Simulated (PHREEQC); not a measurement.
Dissolve 0.00095 mol NH3 per kg of water at 20 °C. Closed to the air; pH follows from the charge balance.

Model: ion-association model, phreeqc.dat, run in PHREEQC.

| Property | Result |
|---|---|
| pH | 10.24 |
| ionic strength | 0.000121 mol/kgw |
| total alkalinity | 0.950 meq/kg |

| species | molality | activity | log γ |
|---|---|---|---|
| NH3 | 0.000829 | 0.000829 | 0.000 |
| OH- | 0.000121 | 0.000119 | -0.005 |
| NH4+ | 0.000121 | 0.000119 | -0.006 |

No solid was allowed to form. Complexes and solids missing from the database can't appear.
